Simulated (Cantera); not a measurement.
Feed: 1 mol N₂O, 0.091 mol SO₂, 18 mol N₂, at 3273.15 K.

Equilibrium computed with Cantera from the NASA thermochemical tables; the gas is ideal and each condensed phase is pure. Candidate condensed phases: S; 17 gas species. The ideal-gas law is rough above about 30 bar. Kinetics and transport are ignored.

x: gas mole fraction; nothing condenses.

```json
[
 {"P (Pa)": "10", "x N₂": "0.931", "x O": "0.0578", "x NO": "0.000331", "x O₂": "4.67e-6", "x N": "0.00676"},
 {"P (Pa)": "200", "x N₂": "0.936", "x O": "0.0566", "x NO": "?", "x O₂": "?", "x N": "?"},
 {"P (Pa)": "3900", "x N₂": "0.939", "x O": "?", "x NO": "?", "x O₂": "?", "x N": "?"},
 {"P (Pa)": "77000", "x N₂": "0.948", "x O": "0.0264", "x NO": "0.0134", "x O₂": "0.00751", "x N": "7.77e-5"},
 {"P (Pa)": "1500000", "x N₂": "0.956", "x O": "0.00793", "x NO": "0.0179", "x O₂": "0.0132", "x N": "1.77e-5"},
 {"P (Pa)": "30000000", "x N₂": "0.959", "x O": "0.00190", "x NO": "0.0191", "x O₂": "0.0151", "x N": "3.96e-6"}
]
```

### Question
Complete the blanks.

### Answer

- 200, x NO: 0.00146
- 200, x O₂: 8.97e-5
- 200, x N: 0.00152
- 3900, x O: 0.0494
- 3900, x NO: 0.00562
- 3900, x O₂: 0.00133
- 3900, x N: 0.000344
